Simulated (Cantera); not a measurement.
Feed: 1 mol V2O5, 2 mol H2, 0.62 mol N2, held at 1602 °C and 3400 Pa.

Equilibrium computed with Cantera from the NASA thermochemical tables; the gas is ideal and each condensed phase is pure. Candidate condensed phases: H2O, V, VN, VO, V2O3, V2O4, V2O5; 28 gas species. Mutual solubility and eutectic melting of coexisting phases are not modelled. Condensed phases not in the tables: the oxides between V2O3 and V2O5 other than VO2. Kinetics and transport are ignored.

Base state: H2O 0.747, N2 0.235, H2 0.0105, VO2 0.00300, OH 0.00202, O2 0.00165, H 0.000364, NO 0.000257 (mole fractions); condensed: V2O3(s) + V2O4(l).

Problem. What changes in the equilibrium state with this change: temperature from 1602 °C to 1000 °C?

Solution. 
```csv
species,before,after
H2O,0.747,0.762
N2,0.235,0.237
H2,0.0105,0.00159
VO2,0.00300,4.41e-9
O2,0.00165,1.91e-8
O,5.30e-5,<1e-9
NO,0.000257,5.48e-8
OH,0.00202,8.53e-7
"V2O3(s), mol",0.984,0.996
"V2O4(l), mol",0.0120,0
"V2O4(s), mol",0,0.00417
```

Problem. What changes in the equilibrium state with this change: H2 from 2 to 1500 mol?

Solution. 
```tsv
species	before	after
H2	0.0105	0.994
H	0.000364	0.00354
H2O	0.747	0.00199
N2	0.235	0.000412
VO2	0.00300	5.12e-6
O2	0.00165	<1e-9
NO	0.000257	<1e-9
O	5.30e-5	1.49e-9
OH	0.00202	5.53e-7
V2O3(s), mol	0.984	0
V2O4(l), mol	0.0120	0
VO(s), mol	0	1.98
```
VO: taken at fixed stoichiometry.
